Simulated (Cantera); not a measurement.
Ignition delay

Mixture: CH4 : H2 : O2 : N2 = 1 : 0.15 : 2.92 : 11 (molar parts), equivalence ratio 0.71, at 5.00 bar, adiabatic and at constant volume. Ignition delay is the time to a rise of 400 K.

Detailed kinetics in Cantera: GRI-Mech 3.0 (53 species, 325 reactions).

```json
[
 {"T0 (K)": "1050", "delay (ms)": "10.2"},
 {"T0 (K)": "1100", "delay (ms)": "5.29"},
 {"T0 (K)": "1150", "delay (ms)": "3.13"},
 {"T0 (K)": "1200", "delay (ms)": "1.96"},
 {"T0 (K)": "1250", "delay (ms)": "1.24"},
 {"T0 (K)": "1300", "delay (ms)": "0.796"},
 {"T0 (K)": "1350", "delay (ms)": "0.511"},
 {"T0 (K)": "1400", "delay (ms)": "0.331"},
 {"T0 (K)": "1450", "delay (ms)": "0.217"}
]
```

apparent activation energy between 1350 and 1450 K: 140 kJ/mol
